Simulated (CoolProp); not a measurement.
A simple Rankine cycle with R236FA: condensing at 305.15 K, boiler at 2.08 MPa, turbine inlet 378.7 K, turbine efficiency 0.6, pump efficiency 0.6, no recuperator. Each further row changes one setting.

The numbers come from the reference Helmholtz-energy equation of state, Pan 2012 in CoolProp.

| case | thermal efficiency (%) | net work (kJ/kg) | heat in (kJ/kg) | turbine exit temperature (K) | volume ratio over the turbine |
|---|---|---|---|---|---|
| as stated | 7.9 | 14.1 | 179 | 331.6 | 8.03 |
| turbine inlet 398.7 K | 8.0 | 16.5 | 207 | 358.4 | 7.15 |
| condensing temperature 297.15 K | 8.7 | 16.5 | 189 | 327.5 | 10.5 |
| boiler pressure 1.46 MPa | 6.8 | 13.3 | 194 | 348.0 | 4.78 |
| turbine efficiency 0.5 | 6.3 | 11.4 | 179 | 334.6 | 8.13 |
